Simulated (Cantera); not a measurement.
A closed system holds: 1 mol B, 5 mol NH₃, 150 mol H₂, held at 1550 °C and 13.3 mbar.

Cantera equilibrium calculation (NASA polynomials, part measured and part estimated; ideal gas, pure solids and liquids). Candidate condensed phases: B, BN; 15 gas species. The tables' values for BH₂ are old estimates; treat these amounts as uncertain. The numbers say what is thermodynamically allowed, not how fast it happens.

Base state: H₂ 0.984, N₂ 0.0125, H 0.00372, BH₂ 2.96e-5 (mole fractions); condensed: BN(s).

Q: What changes in the equilibrium state with this change: NH₃ from 5 to 1.5 mol?

A: 
```json
[
 {"species": "H₂", "before": "0.984", "after": "0.994"},
 {"species": "H", "before": "0.00372", "after": "0.00374"},
 {"species": "N₂", "before": "0.0125", "after": "0.00168"},
 {"species": "BH₂", "before": "2.96e-5", "after": "8.18e-5"},
 {"species": "BN(s), mol", "before": "0.995", "after": "0.987"}
]
```
